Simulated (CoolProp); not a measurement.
Vapour pressure (MPa) of isohexane: the reference equation beside estimates from Tc = 224.6 °C, pc = 3.043 MPa, ω = 0.280. Clausius-Clapeyron is anchored at 60.65 °C with a constant enthalpy of vaporisation of 27.81 kJ/mol.

Values from CoolProp's reference Helmholtz-energy equation of state, Lemmon 2006. It is a short technical equation, of lower accuracy than the large ones.

```tsv
T (°C)	reference	Lee-Kesler	Clausius-Clapeyron	van der Waals	Redlich-Kwong	Soave-Redlich-Kwong	Peng-Robinson
60.65	0.1027	0.1023	0.1027	0.4886	0.1834	0.1023	0.1026
69.75	0.1359	0.1358	0.1340	0.5622	0.2323	0.1358	0.1356
78.85	0.1769	0.1772	0.1725	0.6427	0.2901	…	0.1764
87.85	0.2262	0.2271	…	0.7294	0.3566	0.2270	0.2254
96.95	0.2860	0.2877	0.2746	…	0.4344	0.2877	0.2851
105.95	0.3563	0.3587	0.3403	0.9260	0.5223	0.3592	0.3554
115.05	0.4399	0.4432	0.4185	…	0.6232	0.4444	…
124.05	0.5362	0.5404	0.5087	1.153	0.7355	0.5429	0.5359
133.15	0.6489	0.6539	0.6143	1.280	0.8626	…	0.6494
```

Task: What belongs in the gaps?

Result: 
- 78.85, Soave-Redlich-Kwong: 0.1771
- 87.85, Clausius-Clapeyron: 0.2186
- 96.95, van der Waals: 0.8245
- 115.05, van der Waals: 1.036
- 115.05, Peng-Robinson: 0.4391
- 133.15, Soave-Redlich-Kwong: 0.6581

Absolute difference from the reference over all 9 rows, mean and median: Lee-Kesler 0.5 and 0.6 %, Clausius-Clapeyron 3.4 and 4.0 %, van der Waals 207.9 and 188.3 %, Redlich-Kwong 53.5 and 51.9 %, Soave-Redlich-Kwong 0.7 and 0.6 %, Peng-Robinson 0.2 and 0.2 %.
